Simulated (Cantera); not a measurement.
What does this Cantera script print?

```python
import numpy as np
import cantera as ct

gas_names = """
    H H2 N NH NH2 NH3 N2 N2H2 N2H4 Si SiH SiH2 SiH3 SiH4 SiN Si2 Si2N Si3
""".split()
cond_names = """
    Si(cr) Si(L) Si3N4(a)
""".split()


# ... load() reads the species with a 1 bar reference pressure and builds the phases ...
atoms = {
    'SiH4': {'Si': 1, 'H': 4},
    'N2': {'N': 2},
}
top_T = {'Si3N4(a)': 2400}  # K; cautious upper limits of use, not melting points


# ... equilibrate(T, P, feed) seeds the gas with the atoms and calls Mixture.equilibrate('TP', solver="vcs", rtol=1e-11, max_steps=5000) ...
results = []
feed = {'SiH4': 1, 'N2': 2.5}  # mol
P = 10000  # Pa
for T in [1425, 1500, 1575, 1650, 1725, 1800, 1875, 1950, 2025]:
    mix = equilibrate(T, P, feed)
    results.append((T, P, feed, dict(zip(mix.species_names, mix.species_moles))))

top = {s: max(r[3][s] / sum(r[3][g] for g in gas_names) for r in results) for s in gas_names}
cols = sorted((s for s in top if top[s] > 1e-05), key=lambda s: -top[s])[:5]
seen = [c for c in cond_names if any(r[3].get(c, 0) > 1e-12 for r in results)]
print("log10 of partial pressures in bar; condensed amounts in mol")
print(f"{'T/K':>10s}" + "".join(f"{s[:9]:>10s}" for s in cols + seen))
for T, P, feed, n in results:
    ng = sum(n[g] for g in gas_names)
    print(f"{T:10.4g}" + "".join(f"{np.log10(max(n[s] / ng * P / 1e5, 1e-99)):10.3f}" for s in cols)
          + "".join(f"{n.get(c, 0):10.4g}" for c in seen))
```

Output:

```
log10 of partial pressures in bar; condensed amounts in mol
       T/K        N2        H2         H        Si       SiH     Si(L)  Si3N4(a)
      1425    -1.320    -1.283    -5.807   -11.246   -11.240         0    0.3333
      1500    -1.320    -1.283    -5.396    -9.980   -10.115         0    0.3333
      1575    -1.320    -1.283    -5.023    -8.837    -9.100         0    0.3333
      1650    -1.320    -1.283    -4.683    -7.799    -8.179         0    0.3333
      1725    -1.320    -1.283    -4.373    -6.854    -7.340         0    0.3333
      1800    -1.321    -1.283    -4.088    -5.988    -6.572         0    0.3333
      1875    -1.321    -1.284    -3.825    -5.193    -5.868         0    0.3332
      1950    -1.256    -1.354    -3.618    -4.623    -5.417    0.9983         0
      2025    -1.256    -1.355    -3.393    -4.235    -5.106    0.9962         0
```

Method: chemical equilibrium by Gibbs-energy minimisation in Cantera with the NASA 1993 tables (ideal gas, pure condensed phases). N2 is the only nitrogen source here; it is nearly inert below about 1500 K, so the nitride shown seldom forms there in practice. The tables' values for SiN are old estimates; treat these amounts as uncertain. Gases not in the tables: Si2H6 and higher silanes.
